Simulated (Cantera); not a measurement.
What does this Cantera script print?

```python
import numpy as np
import cantera as ct

gas_names = """
    H H2 N NH NH2 NH3 N2 N2H2 N2H4 Si SiH SiH2 SiH3 SiH4 SiN Si2 Si2N Si3
""".split()
cond_names = """
    Si(cr) Si(L) Si3N4(a)
""".split()


# ... load() reads the species with a 1 bar reference pressure and builds the phases ...
atoms = {
    'trisilylamine': {'Si': 3, 'N': 1, 'H': 9},
    'N2': {'N': 2},
}
top_T = {'Si3N4(a)': 2400}  # K; cautious upper limits of use, not melting points


# ... equilibrate(T, P, feed) seeds the gas with the atoms and calls Mixture.equilibrate('TP', solver="vcs", rtol=1e-11, max_steps=5000) ...
results = []
feed = {'trisilylamine': 1, 'N2': 56}  # mol
P = 100000  # Pa
for T in [848, 948, 1048, 1148, 1248, 1348, 1448, 1548, 1648, 1748, 1848, 1948, 2048, 2148]:
    mix = equilibrate(T, P, feed)
    results.append((T, P, feed, dict(zip(mix.species_names, mix.species_moles))))

top = {s: max(r[3][s] / sum(r[3][g] for g in gas_names) for r in results) for s in gas_names}
cols = sorted((s for s in top if top[s] > 0.001), key=lambda s: -top[s])[:8]
seen = [c for c in cond_names if any(r[3].get(c, 0) > 1e-12 for r in results)]
print("log10 of partial pressures in bar; condensed amounts in mol")
print(f"{'T/K':>10s}" + "".join(f"{s[:9]:>10s}" for s in cols + seen))
for T, P, feed, n in results:
    ng = sum(n[g] for g in gas_names)
    print(f"{T:10.4g}" + "".join(f"{np.log10(max(n[s] / ng * P / 1e5, 1e-99)):10.3f}" for s in cols)
          + "".join(f"{n.get(c, 0):10.4g}" for c in seen))
```

It prints:

```
log10 of partial pressures in bar; condensed amounts in mol
       T/K        N2        H2         H     Si(L)  Si3N4(a)
       848    -0.034    -1.118   -11.280         0         1
       948    -0.034    -1.118    -9.839         0         1
      1048    -0.034    -1.118    -8.671         0         1
      1148    -0.034    -1.118    -7.704         0         1
      1248    -0.034    -1.118    -6.890         0         1
      1348    -0.034    -1.118    -6.195         0         1
      1448    -0.034    -1.118    -5.594         0         1
      1548    -0.034    -1.118    -5.070         0         1
      1648    -0.034    -1.118    -4.609         0         1
      1748    -0.034    -1.118    -4.200         0         1
      1848    -0.034    -1.118    -3.835         0         1
      1948    -0.035    -1.119    -3.506         0    0.9998
      2048    -0.035    -1.120    -3.210         0    0.9987
      2148    -0.034    -1.136    -2.948     2.975         0
```

These are equilibrium values from Cantera (NASA tables, ideal gas, pure condensed phases), not measurements of a reactor. The feed counts by its element totals alone. The tables' values for SiN are old estimates; treat these amounts as uncertain. Gases not in the tables: Si2H6 and higher silanes.
